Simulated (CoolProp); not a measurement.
Dimethyl ether along the isotherm 206.2 K: density (kg/m³) from the reference equation and from simpler models built on Tc = 400.4 K, pc = 5337 kPa, ω = 0.196; each cubic takes its own stable root.

Model: reference Helmholtz-energy equation of state, Wu 2011, in CoolProp.

```tsv
p (kPa)	phase	reference	van der Waals	Redlich-Kwong	Soave-Redlich-Kwong	Peng-Robinson
1330	liquid	791.6	481.8	713.4	723.3	814.1
2670	liquid	792.7	483.7	714.7	724.4	815.1
4000	liquid	793.6	485.4	715.9	725.4	816.1
5340	liquid	794.6	487.1	717.1	726.4	817.0
6670	liquid	795.6	488.7	718.3	727.4	817.9
8000	liquid	796.6	490.3	719.4	728.4	818.8
9340	liquid	797.5	491.8	720.5	729.4	819.7
10700	liquid	798.5	493.2	721.7	730.3	820.6
12000	liquid	799.4	494.6	722.7	731.2	821.5
13300	liquid	800.3	495.8	723.7	732.1	822.3
```
